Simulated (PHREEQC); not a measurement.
Synthetic water in mg/L, 55 °C, pH 5.97, pe 2.8:

| constituent | mg/L |
|---|---|
| Na | 0.827 |
| K | 0.697 |
| Ca | 0.758 |
| Mg | 0.246 |
| Cl | 1.81 |
| S(6) as SO4 | 0.369 |
| Alkalinity as HCO3 | 3.44 |
| Li | 0.000106 |
| N(-3) as NH4 | 0.000645 |
| Br | 0.0695 |

Valence states are taken as typed.

Computed with PHREEQC (ion-association model, wateq4f.dat).

No solid was allowed to form.

### Question
Estimate the charge-balance error.

### Answer
charge-balance error -1.8 %.

### Question
In which forms is C present?

### Answer
CO2 67 %, HCO3- 33 % of the C.

Complexes and solids missing from the database can't appear. Constants without temperature data keep their 25 °C values here.
